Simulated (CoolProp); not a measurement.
Vapour-liquid equilibrium of diethyl ether (1) + benzene (2) at 97.55 °C; x and y are mole fractions of (1).

Values from CoolProp's multi-fluid Helmholtz-energy mixture model, Thol 2014 and Thol 2012; pair parameters Bell 2016.

Question: Give the bubble pressure and the first vapour's composition at x = 0.25, 0.35, 0.85. Is there an azeotrope?

Answer: x = 0.25: 0.2752 MPa, y = 0.522; x = 0.35: 0.3183 MPa, y = 0.635; x = 0.85: 0.5450 MPa, y = 0.945. No azeotrope shows between x = 0.05 and 0.95.

Pair parameters are fitted to limited data, so mixtures are less certain than the pure fluids.
